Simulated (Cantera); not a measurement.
A Cantera script and what it prints.

```python
import numpy as np
import cantera as ct

gas_names = """
    N NO NO2 NO3 N2 N2O O O2 O3 Si SiN SiO SiO2 Si2 Si2N Si3
""".split()
cond_names = """
    Si(cr) Si(L) SiO2(Lqz) SiO2(hqz) SiO2(L) Si2N2O(s) Si3N4(a)
""".split()


# ... load() reads the species with a 1 bar reference pressure and builds the phases ...
atoms = {
    'Si3N4': {'Si': 3, 'N': 4},
    'O2': {'O': 2},
    'N2': {'N': 2},
}
top_T = {'Si2N2O(s)': 2100, 'Si3N4(a)': 2400}  # K; cautious upper limits of use, not melting points


# ... equilibrate(T, P, feed) seeds the gas with the atoms and calls Mixture.equilibrate('TP', solver="vcs", rtol=1e-11, max_steps=5000) ...
results = []
T = 1625  # K
P = 6200  # Pa
for m in [0.41, 0.51, 0.64, 0.8, 1, 1.3, 1.6, 2, 2.5, 3.1, 3.9, 4.9]:
    feed = {'Si3N4': 1, 'O2': m, 'N2': 0.45}  # mol
    mix = equilibrate(T, P, feed)
    results.append((T, P, feed, dict(zip(mix.species_names, mix.species_moles))))

top = {s: max(r[3][s] / sum(r[3][g] for g in gas_names) for r in results) for s in gas_names}
cols = sorted((s for s in top if top[s] > 1e-05), key=lambda s: -top[s])[:6]
seen = [c for c in cond_names if any(r[3].get(c, 0) > 1e-12 for r in results)]
print("log10 of partial pressures in bar; condensed amounts in mol")
print(f"{'n(O2)':>10s}" + "".join(f"{s[:9]:>10s}" for s in cols + seen))
for T, P, feed, n in results:
    ng = sum(n[g] for g in gas_names)
    print(f"{feed['O2']:10.4g}" + "".join(f"{np.log10(max(n[s] / ng * P / 1e5, 1e-99)):10.3f}" for s in cols)
          + "".join(f"{n.get(c, 0):10.4g}" for c in seen))
```

Output:

```
log10 of partial pressures in bar; condensed amounts in mol
     n(O2)        N2        O2        NO       SiO         O SiO2(hqz) Si2N2O(s)  Si3N4(a)
      0.41    -1.208   -23.516   -14.639    -5.558   -16.469         0      0.82    0.4533
      0.51    -1.208   -23.516   -14.639    -5.558   -16.469         0      1.02      0.32
      0.64    -1.208   -23.516   -14.639    -5.558   -16.469         0      1.28    0.1467
       0.8    -1.208   -16.926   -11.344    -3.910   -13.174   0.06601     1.466         0
         1    -1.208   -16.926   -11.344    -3.910   -13.174    0.3326     1.333         0
       1.3    -1.208   -16.926   -11.344    -3.910   -13.174    0.7325     1.132         0
       1.6    -1.208   -16.926   -11.344    -3.910   -13.174     1.132    0.9323         0
         2    -1.208   -16.926   -11.344    -3.910   -13.174     1.665    0.6655         0
       2.5    -1.208   -16.926   -11.344    -3.910   -13.174     2.332    0.3319         0
       3.1    -1.225    -2.620    -4.199   -11.063    -6.021         3         0         0
       3.9    -1.344    -1.780    -3.839   -11.483    -5.601         3         0         0
       4.9    -1.458    -1.569    -3.790   -11.588    -5.495         3         0         0
```

These are equilibrium values from Cantera (NASA tables, ideal gas, pure condensed phases), not measurements of a reactor. Mutual solubility and eutectic melting of coexisting phases are not modelled. The tables hold silica as quartz up to 1696 K and as liquid above; real silica turns to tridymite and cristobalite and melts near 1996 K.
